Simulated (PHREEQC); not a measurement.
0.15 g of hydrous ferric oxide (600 m²/g; 0.2 weak and 0.005 strong sites per Fe, Dzombak-Morel constants, diffuse double layer) in 1 kg of water with 0.05 mol/kgw of an inert sodium salt and 9.5e-06 mol/kgw ZnCl2 and 0.00043 mol/kgw Na2HAsO4, at 25 °C; the pH is set by adding NaOH or the inert anion's acid. Oxygen alone is held at its pressure in air (log pO2 = -0.68). CO2 from the air is kept out. Precipitation was switched off in this run.

Base run: PHREEQC, ion-association model, wateq4f.dat. Each further column changes one thing. The table gives As sorbed (%).

```json
[
 {"pH": "4", "base": "75.9", "no electrostatic term (-no_edl)": "73.3", "background salt from 0.05 to 0.005 mol/kgw": "76.6", "oxide from 0.15 to 0.75 g/kgw": "100.0"},
 {"pH": "5", "base": "73.3", "no electrostatic term (-no_edl)": "73.7", "background salt from 0.05 to 0.005 mol/kgw": "73.5", "oxide from 0.15 to 0.75 g/kgw": "100.0"},
 {"pH": "5.5", "base": "70.6", "no electrostatic term (-no_edl)": "74.4", "background salt from 0.05 to 0.005 mol/kgw": "70.6", "oxide from 0.15 to 0.75 g/kgw": "100.0"},
 {"pH": "6", "base": "66.9", "no electrostatic term (-no_edl)": "75.4", "background salt from 0.05 to 0.005 mol/kgw": "66.6", "oxide from 0.15 to 0.75 g/kgw": "100.0"},
 {"pH": "7", "base": "55.6", "no electrostatic term (-no_edl)": "77.0", "background salt from 0.05 to 0.005 mol/kgw": "54.7", "oxide from 0.15 to 0.75 g/kgw": "99.9"},
 {"pH": "8", "base": "40.8", "no electrostatic term (-no_edl)": "78.0", "background salt from 0.05 to 0.005 mol/kgw": "40.0", "oxide from 0.15 to 0.75 g/kgw": "98.0"},
 {"pH": "8.5", "base": "29.7", "no electrostatic term (-no_edl)": "78.2", "background salt from 0.05 to 0.005 mol/kgw": "29.7", "oxide from 0.15 to 0.75 g/kgw": "89.9"},
 {"pH": "9", "base": "19.4", "no electrostatic term (-no_edl)": "78.3", "background salt from 0.05 to 0.005 mol/kgw": "18.5", "oxide from 0.15 to 0.75 g/kgw": "72.6"},
 {"pH": "10", "base": "10.7", "no electrostatic term (-no_edl)": "78.4", "background salt from 0.05 to 0.005 mol/kgw": "7.4", "oxide from 0.15 to 0.75 g/kgw": "45.4"}
]
```

The database has no arsenate complexes of Zn.
